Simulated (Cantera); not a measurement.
Input (Python, Cantera):

```python
import numpy as np
import cantera as ct

gas = ct.Solution("gri30.yaml")
gas.TPX = 1373, 101325, {'C3H8': 1, 'H2': 31}
reactor = ct.IdealGasConstPressureReactor(gas, energy="off", clone=False)
net = ct.ReactorNet([reactor])
net.rtol, net.atol = 1e-08, 1e-18
show = ['C3H8', 'H2', 'CH3', 'CH2', 'CH4']
times = np.geomspace(1e-05, 6, 12)

steps = ct.SolutionArray(gas, extra=["t"])
rows = []
print(f"{'t/s':>10s}{'T/K':>9s}{'P/Pa':>11s}" + "".join(f"{s:>11s}" for s in show))
for t in times:
    while net.time < t:
        t_next = net.step()
        steps.append(gas.state, t=t_next)
    rows.append([np.interp(t, steps.t, y) for y in (steps.T, steps.P, *steps(*show).X.T)])
    print(f"{t:10.3e}{rows[-1][0]:9.1f}{rows[-1][1]:11.4g}" + "".join(f"{x:11.3e}" for x in rows[-1][2:]))
rate = np.gradient(steps.T, steps.t)
print("integrator steps:", len(steps.t))
if steps.T.max() > steps.T[0] + 200:
    print(f"time of steepest temperature rise: {steps.t[rate.argmax()]:.4e} s")
gas.TPX = 1373, 101325, {'C3H8': 1, 'H2': 31}
gas.equilibrate("TP")
print(f"equilibrium (TP): T = {gas.T:.1f} K  " + "  ".join(f"{s} {gas[s].X[0]:.3e}" for s in show))
```

Result:

```
       t/s      T/K       P/Pa       C3H8         H2        CH3        CH2        CH4
 1.000e-05   1373.0  1.013e+05  3.063e-02  9.681e-01  1.419e-04  4.093e-09  4.479e-04
 3.352e-05   1373.0  1.013e+05  2.639e-02  9.641e-01  3.179e-04  2.551e-08  4.329e-03
 1.123e-04   1373.0  1.013e+05  1.255e-02  9.511e-01  2.254e-04  1.929e-08  1.780e-02
 3.766e-04   1373.0  1.013e+05  1.586e-03  9.404e-01  5.783e-05  2.775e-09  2.947e-02
 1.262e-03   1373.0  1.013e+05  7.372e-05  9.387e-01  1.653e-05  3.001e-10  3.175e-02
 4.231e-03   1373.0  1.013e+05  8.758e-07  9.383e-01  1.196e-05  1.596e-10  3.261e-02
 1.418e-02   1373.0  1.013e+05  4.857e-07  9.375e-01  1.128e-05  1.338e-10  3.447e-02
 4.753e-02   1373.0  1.013e+05  3.103e-07  9.357e-01  1.032e-05  9.990e-11  3.833e-02
 1.593e-01   1373.0  1.013e+05  2.335e-07  9.317e-01  1.013e-05  7.955e-11  4.603e-02
 5.340e-01   1373.0  1.013e+05  1.536e-07  9.239e-01  9.822e-06  5.626e-11  6.068e-02
 1.790e+00   1373.0  1.013e+05  5.534e-08  9.142e-01  8.136e-06  2.942e-11  7.882e-02
 6.000e+00   1373.0  1.013e+05  1.314e-08  9.086e-01  6.500e-06  1.644e-11  8.934e-02
integrator steps: 1239
equilibrium (TP): T = 1373.0 K  C3H8 9.666e-09  H2 9.080e-01  CH3 6.298e-06  CH2 1.523e-11  CH4 9.047e-02
```

Computed with Cantera and GRI-Mech 3.0 (53 species, 325 reactions). GRI-Mech 3.0 was tuned for natural gas; its chemistry of propane as a main component is partial and can be far from experiment. GRI-Mech 3.0 stops at C3 and has no aromatics, soot or wall deposition, so with more carbon than oxygen in the feed, carbon stays in small species such as C2H2 where larger ones or solid carbon would form.
